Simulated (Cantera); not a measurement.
Charge: 1 mol Ti, 0.0013 mol O2, 86 mol H2, held at 0.383 Torr.

These are equilibrium values from Cantera (NASA tables, ideal gas, pure condensed phases), not measurements of a reactor. Candidate condensed phases: H2O, Ti, TiO, TiO2, Ti2O3, Ti3O5, Ti4O7; 12 gas species. Mutual solubility and eutectic melting of coexisting phases are not modelled. TiO: taken at fixed stoichiometry. Condensed phases not in the tables: N, O or C dissolved in the metal. Kinetics and transport are ignored. All values below are at 1425 K.

Base state: H2 1.000, H 0.000302 (mole fractions); condensed: Ti(β) + TiO(s).

Task: What changes in the equilibrium state with this change: Ti replaced by Si?

Result: 
```csv
species,before,after
H2,1.000,1.000
H,0.000302,0.000302
SiO,0,3.02e-5
"Ti(β), mol",0.997,0
"TiO(s), mol",0.00260,0
"Si(s), mol",0,0.997
```
Further candidate phases: Si, SiO2.
